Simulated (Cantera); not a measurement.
Charge: 1 mol B₂O₃, 20 mol F₂, 26 mol H₂, equilibrated at 1625 K and 0.360 Torr.

Cantera equilibrium calculation (NASA polynomials, part measured and part estimated; ideal gas, pure solids and liquids). Candidate condensed phases: B, B₂O₃, B₃O₃H₃, H₂O; 43 gas species. Equilibrium is a limit: real reactors are often held back by kinetics, nucleation or transport.

Base state: HF 0.807, H₂ 0.127, BOF 0.0409, H₂O 0.0221, BF₃ 0.00124, H 0.00115, HBO₂ 0.000404 (mole fractions); condensed: gas only.

Q: What changes in the equilibrium state with this change: temperature from 1625 K to 823 K?

A: 
| species | before | after |
|---|---|---|
| HF | 0.807 | 0.756 |
| H₂ | 0.127 | 0.133 |
| H₂O | 0.0221 | 0.0667 |
| BF₃ | 0.00124 | 0.0444 |
| BOF | 0.0409 | 2.34e-7 |
| H | 0.00115 | <1e-9 |
| HBO₂ | 0.000404 | 3.83e-9 |
